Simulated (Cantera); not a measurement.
Iron carbonyl, mercury and lead vapours: Pb + H2

Charge: 1 mol Pb, 1.5 mol H2, at 75.0 Torr.

Equilibrium computed with Cantera from the NASA thermochemical tables; the gas is ideal and each condensed phase is pure. Candidate condensed phases: Pb; 4 gas species. Equilibrium is a limit: real reactors are often held back by kinetics, nucleation or transport.

```json
[
 {"T (K)": "1273", "log p H2": "-1.01", "log p Pb": "-2.74", "log p Pb2": "-6.86", "log p H": "-6.65", "n Pb(l)": "0.972"},
 {"T (K)": "1298", "log p H2": "-1.01", "log p Pb": "-2.59", "log p Pb2": "-6.62", "log p H": "-6.48", "n Pb(l)": "0.961"},
 {"T (K)": "1323", "log p H2": "-1.02", "log p Pb": "-2.45", "log p Pb2": "-6.39", "log p H": "-6.31", "n Pb(l)": "0.945"},
 {"T (K)": "1348", "log p H2": "-1.02", "log p Pb": "-2.32", "log p Pb2": "-6.17", "log p H": "-6.15", "n Pb(l)": "0.925"},
 {"T (K)": "1373", "log p H2": "-1.03", "log p Pb": "-2.19", "log p Pb2": "-5.96", "log p H": "-5.99", "n Pb(l)": "0.897"},
 {"T (K)": "1398", "log p H2": "-1.04", "log p Pb": "-2.07", "log p Pb2": "-5.75", "log p H": "-5.84", "n Pb(l)": "0.860"},
 {"T (K)": "1423", "log p H2": "-1.05", "log p Pb": "-1.95", "log p Pb2": "-5.55", "log p H": "-5.70", "n Pb(l)": "0.811"},
 {"T (K)": "1448", "log p H2": "-1.07", "log p Pb": "-1.84", "log p Pb2": "-5.36", "log p H": "-5.57", "n Pb(l)": "0.744"},
 {"T (K)": "1473", "log p H2": "-1.09", "log p Pb": "-1.73", "log p Pb2": "-5.18", "log p H": "-5.44", "n Pb(l)": "0.652"},
 {"T (K)": "1498", "log p H2": "-1.12", "log p Pb": "-1.62", "log p Pb2": "-5.00", "log p H": "-5.32", "n Pb(l)": "0.524"},
 {"T (K)": "1523", "log p H2": "-1.16", "log p Pb": "-1.51", "log p Pb2": "-4.83", "log p H": "-5.22", "n Pb(l)": "0.339"},
 {"T (K)": "1548", "log p H2": "-1.21", "log p Pb": "-1.42", "log p Pb2": "-4.66", "log p H": "-5.12", "n Pb(l)": "0.0615"},
 {"T (K)": "1573", "log p H2": "-1.22", "log p Pb": "-1.40", "log p Pb2": "-4.66", "log p H": "-5.00", "n Pb(l)": "0"},
 {"T (K)": "1598", "log p H2": "-1.22", "log p Pb": "-1.40", "log p Pb2": "-4.70", "log p H": "-4.88", "n Pb(l)": "0"}
]
```
log p: log10 of the partial pressure in bar; n: condensed amount in mol.

From 1273 K to 1548 K the condensed part is Pb(l). From 1573 K to 1598 K nothing is condensed. The main Pb-bearing gas is Pb throughout.
